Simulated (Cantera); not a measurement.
A perfectly stirred reactor is fed with 1.67 % CH4, 1.30 % C2H6, 0.351 % C3H8, 18.9 % O2, 71.1 % N2, 6.68 % H2O, at 500000 Pa; it is adiabatic with a 548 K inlet, and is followed from long to short residence time, starting on the burning branch (τ in s: 0.3, 0.11, 0.042, 0.016, 0.0058, 0.0022, 0.0008, 0.0003, 0.00011, 4.1e-05, 1.5e-05, 5.7e-06).

Detailed kinetics in Cantera: GRI-Mech 3.0 (53 species, 325 reactions).

Problem. Predict: blow-out, bracketed by the residence times tried; x(CH4) at τ = 0.300 s; x(C2H6) at τ = 0.300 s; x(C3H8) at τ = 0.300 s; x(H2O) at τ = 0.300 s; x(OH) at τ = 0.300 s; x(CH4) at τ = 0.800 ms; x(C2H6) at τ = 0.800 ms; x(C3H8) at τ = 0.800 ms; x(H2O) at τ = 0.800 ms; x(OH) at τ = 0.800 ms.

Solution. 
```
Quantity                                                                         Value
------------------------------------------------  ------------------------------------
blow-out, bracketed by the residence times tried  burning at 0.800 ms, out at 0.300 ms
x(CH4) at τ = 0.300 s                                                          1.80e-6
x(C2H6) at τ = 0.300 s                                                         2.77e-7
x(C3H8) at τ = 0.300 s                                                         7.49e-8
x(H2O) at τ = 0.300 s                                                            0.152
x(OH) at τ = 0.300 s                                                          0.000216
x(CH4) at τ = 0.800 ms                                                        0.000142
x(C2H6) at τ = 0.800 ms                                                        2.78e-5
x(C3H8) at τ = 0.800 ms                                                        8.01e-6
x(H2O) at τ = 0.800 ms                                                           0.150
x(OH) at τ = 0.800 ms                                                         0.000740
```
